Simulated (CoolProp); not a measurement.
A simple Rankine cycle with chloromethane (R40): condensing at 306.15 K, boiler at 2.52 MPa, turbine inlet 374.8 K, turbine efficiency 0.8, pump efficiency 0.8, no recuperator. Each further row changes one setting.

Model: reference Helmholtz-energy equation of state, Thol 2014, in CoolProp.

```
case                             thermal efficiency (%)  net work (kJ/kg)  heat in (kJ/kg)  turbine exit temperature (K)  volume ratio over the turbine
-------------------------------  ----------------------  ----------------  ---------------  ----------------------------  -----------------------------
as stated                                          10.5               ___              395                         306.1                           3.14
turbine inlet 394.8 K                              10.9              46.0              ___                         316.8                            ___
condensing temperature 298.15 K                     ___              48.9              ___                         298.1                           3.86
boiler pressure 1.76 MPa                            8.1              33.4              413                         320.9                            ___
turbine efficiency 0.7                              9.2               ___              395                         306.1                           3.19
```

Q: Complete the blanks.

A: 
- as stated, net work (kJ/kg): 41.6
- turbine inlet 394.8 K, heat in (kJ/kg): 421
- turbine inlet 394.8 K, volume ratio over the turbine: 3.05
- condensing temperature 298.15 K, thermal efficiency (%): 12.0
- condensing temperature 298.15 K, heat in (kJ/kg): 408
- boiler pressure 1.76 MPa, volume ratio over the turbine: 2.20
- turbine efficiency 0.7, net work (kJ/kg): 36.1

The expansion ends wet for: as stated; condensing temperature 298.15 K; turbine efficiency 0.7.
